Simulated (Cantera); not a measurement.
Charge: 1 mol SiCl4, 0.1 mol C3H8, 37 mol H2, 0.58 mol C2H2, at 1175 K and 64.0 mbar.

Equilibrium computed with Cantera from the NASA thermochemical tables; the gas is ideal and each condensed phase is pure. Candidate condensed phases: C, C6H6, C7H8, C8H18, Si, SiC; 109 gas species. The tables' values for SiCl3 are old estimates; treat these amounts as uncertain. The numbers say what is thermodynamically allowed, not how fast it happens.

Base state: H2 0.900, HCl 0.0985, CH4 0.000993, SiCl4 0.000326, SiHCl3 7.03e-5, SiCl2 3.55e-5, SiCl3 3.44e-5 (mole fractions); condensed: C(graphite) + SiC(s).

Problem. What changes in the equilibrium state with this change: temperature from 1175 K to 2273 K?

Solution. 
| species | before | after |
|---|---|---|
| H2 | 0.900 | 0.868 |
| HCl | 0.0985 | 0.0909 |
| H | 4.60e-7 | 0.0309 |
| SiCl2 | 3.55e-5 | 0.00228 |
| Si | <1e-9 | 0.00152 |
| SiCl | <1e-9 | 0.000350 |
| SiC2 | <1e-9 | 0.000191 |
| C(graphite), mol | 0.439 | 0.365 |
| SiC(s), mol | 0.981 | 0.806 |
The tables' values for SiCl are old estimates; treat these amounts as uncertain. Gases not in the tables: Si2H6 and higher silanes.

Problem. What changes in the equilibrium state with this change: pressure from 64.0 mbar to 1.00 bar?

Solution. 
```json
[
 {"species": "H2", "before": "0.900", "after": "0.894"},
 {"species": "HCl", "before": "0.0985", "after": "0.0868"},
 {"species": "CH4", "before": "0.000993", "after": "0.0153"},
 {"species": "SiCl4", "before": "0.000326", "after": "0.00312"},
 {"species": "SiH2Cl2", "before": "1.94e-6", "after": "2.36e-5"},
 {"species": "SiHCl3", "before": "7.03e-5", "after": "0.000758"},
 {"species": "C(graphite), mol", "before": "0.439", "after": "0.0177"},
 {"species": "SiC(s), mol", "before": "0.981", "after": "0.842"}
]
```
